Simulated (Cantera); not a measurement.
An isothermal, constant-pressure homogeneous reactor starts with 1.85 % C2H6, 98.1 % H2, at 1425 K and 0.890 bar.

Detailed kinetics in Cantera: GRI-Mech 3.0 (53 species, 325 reactions). GRI-Mech 3.0 stops at C3 and has no aromatics, soot or wall deposition, so with more carbon than oxygen in the feed, carbon stays in small species such as C2H2 where larger ones or solid carbon would form.

x: mole fraction; the columns are a selection and need not sum to one.

```
t (s)         x C2H6   x H2      x C2H2   x CH4       x CH3
--------  ----------  -----  ----------  ------  ----------
0.000600    0.000774  0.976     0.00116  0.0110     2.11e-5
0.00135     0.000203  0.976     0.00200  0.0115     1.04e-5
0.00304   (withheld)  0.976  (withheld)  0.0118  (withheld)
0.00684      8.64e-5  0.976     0.00431  0.0122     6.50e-6
0.0154    (withheld)  0.975  (withheld)  0.0128  (withheld)
0.0346       4.54e-5  0.975     0.00705  0.0136     5.45e-6
0.0780       3.75e-5  0.974     0.00710  0.0148     5.35e-6
0.175        3.29e-5  0.973     0.00640  0.0171     5.55e-6
0.395        2.60e-5  0.971     0.00518  0.0209     5.75e-6
0.889        1.71e-5  0.969     0.00350  0.0261     5.77e-6
2.00         8.88e-6  0.966     0.00178  0.0315     5.56e-6
```

Problem. Complete the blanks.

Solution. 
- 0.00304, x C2H6: 0.000111
- 0.00304, x C2H2: 0.00297
- 0.00304, x CH3: 7.16e-6
- 0.0154, x C2H6: 6.34e-5
- 0.0154, x C2H2: 0.00594
- 0.0154, x CH3: 5.96e-6
